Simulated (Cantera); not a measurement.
Mixture: CH4 : O2 : N2 = 1 : 2 : 7.52 (molar parts), equivalence ratio 1.0, at 16.0 bar, adiabatic and at constant volume. Ignition delay is the time to a rise of 400 K.

Computed with Cantera and GRI-Mech 3.0 (53 species, 325 reactions). The pressure lies above the range GRI-Mech 3.0 was tuned for (to about 10 atm).

Question: At T0 = 1525 K, what is the delay, and which 5 reactions control it most (d ln τ / d ln k, from doubling and halving each rate constant)?

Answer: The delay is 90.9 µs.
```tsv
reaction	d ln τ / d ln k	faster rate
CH3 + O2 <=> CH3O + O	-0.44	shortens it
2 CH3 (+M) <=> C2H6 (+M)	0.43	lengthens it
CH3 + HO2 <=> CH3O + OH	-0.27	shortens it
H + O2 <=> O + OH	-0.24	shortens it
CH4 + H <=> CH3 + H2	0.22	lengthens it
```
